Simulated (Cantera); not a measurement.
Charge: 1 mol Si3N4, 0.23 mol N2O, 30 mol N2, equilibrated at 188 Torr.

Cantera equilibrium calculation (NASA polynomials, part measured and part estimated; ideal gas, pure solids and liquids). Candidate condensed phases: Si, SiO2, Si2N2O, Si3N4; 16 gas species. The tables' values for SiN are old estimates; treat these amounts as uncertain. Kinetics and transport are ignored. All values below are at 1975 K.

Base state: N2 0.992, SiO 0.00751, Si 7.87e-5, SiN 1.08e-5 (mole fractions); condensed: Si3N4(s).

**Question.** What changes in the equilibrium state with this change: N2O from 0.23 to 0.034 mol?

**Answer.** 
```tsv
species	before	after
N2	0.992	0.999
SiO	0.00751	0.00113
Si	7.87e-5	7.84e-5
SiN	1.08e-5	1.08e-5
Si3N4(s), mol	0.922	0.988
```
